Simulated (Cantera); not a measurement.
Input: 1 mol acetone, a varied amount of CO₂, 0.48 mol H₂, equilibrated at 2725 K and 133 Pa.

These are equilibrium values from Cantera (NASA tables, ideal gas, pure condensed phases), not measurements of a reactor. Candidate condensed phases: C, C₆H₆, C₇H₈, C₈H₁₈, H₂O; 110 gas species. The feed counts by its element totals alone. Rates play no part.

x: gas mole fraction; n: condensed amount in mol.

```csv
n(CO₂) (mol),x H,x CO,x H₂,x O,x C₃,x C₂H₂ (acetylene),n C(graphite)
0.058,0.670,0.158,0.154,1.50e-9,0.00917,0.00396,1.63
0.092,0.665,0.166,0.151,1.58e-9,0.00917,0.00390,1.60
0.14,0.657,0.177,0.148,1.68e-9,0.00917,0.00381,1.55
0.23,0.644,0.197,0.142,1.86e-9,0.00917,0.00366,1.45
0.36,0.625,0.223,0.134,2.11e-9,0.00917,0.00345,1.31
0.57,0.598,0.262,0.123,2.48e-9,0.00917,…,1.09
0.9,0.561,0.315,0.108,2.99e-9,0.00917,…,0.738
1.4,0.513,0.381,0.0900,3.62e-9,0.00917,…,0.207
2.2,0.458,0.453,0.0719,0.0113,<1e-12,<1e-12,0
```

Q: Complete the blanks.

A: 
- 0.57, x C₂H₂ (acetylene): 0.00316
- 0.9, x C₂H₂ (acetylene): 0.00277
- 1.4, x C₂H₂ (acetylene): 0.00232
